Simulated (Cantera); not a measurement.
Charge: 1 mol HCl, 0.05 mol H2O, 4.3 mol O2, equilibrated at 1.33 mbar.

Method: chemical equilibrium by Gibbs-energy minimisation in Cantera with the NASA 1993 tables (ideal gas, pure condensed phases). Candidate condensed phases: H2O; 14 gas species. Kinetics and transport are ignored.

Task: At 1998 K, list the 7 most abundant gas species with their mole fractions, and the condensed phases.

Result: O2 0.737, Cl 0.106, HCl 0.0732, H2O 0.0559, O 0.0155, OH 0.0108, H 0.000989. Condensed: gas only.
